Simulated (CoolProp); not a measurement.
Aqueous propylene glycol as a coolant, 5 % by mass, freezing at -1.2 °C, 1 atm.

Model: Melinder's fits for secondary coolants, in CoolProp.

```json
[
 {"T (°C)": "0.9", "conductivity (W/(m K))": "0.540", "Prandtl number": "16.5", "viscosity (mPa s)": "2.16", "density (kg/m³)": "1005"},
 {"T (°C)": "6.2", "conductivity (W/(m K))": "0.549", "Prandtl number": "13.6", "viscosity (mPa s)": "1.81", "density (kg/m³)": "1004"},
 {"T (°C)": "11.5", "conductivity (W/(m K))": "0.558", "Prandtl number": "11.3", "viscosity (mPa s)": "1.53", "density (kg/m³)": "1004"},
 {"T (°C)": "16.8", "conductivity (W/(m K))": "0.566", "Prandtl number": "9.60", "viscosity (mPa s)": "1.32", "density (kg/m³)": "1003"},
 {"T (°C)": "22.1", "conductivity (W/(m K))": "0.574", "Prandtl number": "8.22", "viscosity (mPa s)": "1.14", "density (kg/m³)": "1002"},
 {"T (°C)": "27.3", "conductivity (W/(m K))": "0.582", "Prandtl number": "7.15", "viscosity (mPa s)": "1.01", "density (kg/m³)": "1000"},
 {"T (°C)": "32.6", "conductivity (W/(m K))": "0.589", "Prandtl number": "6.26", "viscosity (mPa s)": "0.892", "density (kg/m³)": "998.7"},
 {"T (°C)": "37.9", "conductivity (W/(m K))": "0.596", "Prandtl number": "5.54", "viscosity (mPa s)": "0.798", "density (kg/m³)": "996.8"}
]
```
